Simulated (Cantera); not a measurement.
**Low-pressure radical oxidation in H2/O2**

An isothermal, constant-pressure homogeneous reactor starts with H2 : O2 = 0.14 : 1 (molar parts), equivalence ratio 0.070, at 1375 K and 10.00 Torr.

Model: GRI-Mech 3.0 (53 species, 325 reactions), integrated in Cantera. Radical loss at walls, strong at low pressure, is not modelled. The temperature is held fixed by assumption; the heat of reaction is taken as removed at once.

```
t (s)         x H2   x O2    x H2O2       x O       x H      x OH     x H2O
--------  --------  -----  --------  --------  --------  --------  --------
1.00e-6      0.123  0.877    <1e-12  3.64e-11   1.73e-9  3.62e-11    <1e-12
7.44e-6      0.123  0.877  1.88e-12   1.79e-9   1.16e-8   1.73e-9  2.16e-10
5.54e-5      0.123  0.877  1.03e-10   6.92e-8   8.53e-8   5.79e-8   5.64e-8
0.000412     0.122  0.877   5.40e-9  0.000154  0.000136  0.000120  0.000290
0.00307    0.00406  0.793   1.40e-7    0.0654    0.0251    0.0114     0.101
0.0228     0.00240  0.828   1.40e-7    0.0356    0.0103   0.00896     0.115
0.170     0.000184  0.866   5.59e-8   0.00255  0.000198   0.00253     0.129
1.26       5.75e-6  0.869   7.73e-9   7.92e-5   1.09e-6  0.000450     0.131
9.41       5.02e-7  0.869   1.53e-9   6.94e-6   2.83e-8  0.000133     0.131
70.0       3.74e-7  0.869   1.33e-9   5.17e-6   1.83e-8  0.000115     0.131
```
x: mole fraction; the columns are a selection and need not sum to one.

Equilibrium at this temperature and pressure: H2 3.74e-7, O2 0.869, H2O2 1.33e-9, O 5.17e-6, H 1.83e-8, OH 0.000115, H2O 0.131 (gas phase only).
